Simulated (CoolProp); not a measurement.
Model: reference Helmholtz-energy equation of state, McLinden 2015, in CoolProp.

Question: For the fluoroketone C6F12O (FK-5-1-12), give the phase and the Z, cv (kJ/(kg K)) at 383 K and 4.56 MPa; 282.7 K and 0.702 MPa; 494.7 K and 0.382 MPa.

Answer: 
- 383 K and 4.56 MPa: liquid; Z 0.333, cv 0.954
- 282.7 K and 0.702 MPa: liquid; Z 0.0572, cv 0.879
- 494.7 K and 0.382 MPa: gas; Z 0.953, cv 1.04
